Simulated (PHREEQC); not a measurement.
A made-up water analysis in mg/L, 25 °C, pH 9, pe 12.9:

```json
[
 {"constituent": "Na", "mg/L": "19.7"},
 {"constituent": "K", "mg/L": "6.24"},
 {"constituent": "Ca", "mg/L": "20.6"},
 {"constituent": "Mg", "mg/L": "10.5"},
 {"constituent": "Cl", "mg/L": "35.8"},
 {"constituent": "S(6) as SO4", "mg/L": "74.2"},
 {"constituent": "Alkalinity as HCO3", "mg/L": "22.1"},
 {"constituent": "F", "mg/L": "0.542"},
 {"constituent": "Cd", "mg/L": "1.04"},
 {"constituent": "Li", "mg/L": "0.0022"},
 {"constituent": "Si as SiO2", "mg/L": "0.0635"},
 {"constituent": "N(5) as NO3", "mg/L": "0.284"},
 {"constituent": "Cu(2)", "mg/L": "3.76"}
]
```

Valence states are taken as typed.

Model: ion-association model, wateq4f.dat, run in PHREEQC.

```json
{
  "ionic_strength": "0.00428 mol/kgw",
  "activity_of_water": "0.714",
  "charge_balance_error": "1.8 %"
}
```

```json
[
 {"species": "O2", "molality": "16.8", "activity": "16.9", "log γ": "0.000"},
 {"species": "Cl-", "molality": "0.00101", "activity": "0.000940", "log γ": "-0.031"},
 {"species": "Na+", "molality": "0.000855", "activity": "0.000797", "log γ": "-0.030"},
 {"species": "SO4-2", "molality": "0.000695", "activity": "0.000526", "log γ": "-0.121"},
 {"species": "Ca+2", "molality": "0.000470", "activity": "0.000357", "log γ": "-0.120"},
 {"species": "Mg+2", "molality": "0.000391", "activity": "0.000298", "log γ": "-0.119"},
 {"species": "HCO3-", "molality": "0.000195", "activity": "0.000182", "log γ": "-0.030"},
 {"species": "K+", "molality": "0.000159", "activity": "0.000148", "log γ": "-0.031"},
 {"species": "Cu(OH)2", "molality": "5.89e-5", "activity": "5.89e-5", "log γ": "0.000"},
 {"species": "CaSO4", "molality": "3.75e-5", "activity": "3.75e-5", "log γ": "0.000"},
 {"species": "MgSO4", "molality": "3.67e-5", "activity": "3.67e-5", "log γ": "0.000"}
]
```

Precipitation was switched off in this run. Saturation is exceeded, for instance for Otavite, Cu(OH)2; the values hold only as long as no solid forms. SiF6-2 is the database's only silicon fluoride. The database's constant for dissolved Cu(OH)2 is higher than later reviews accept.
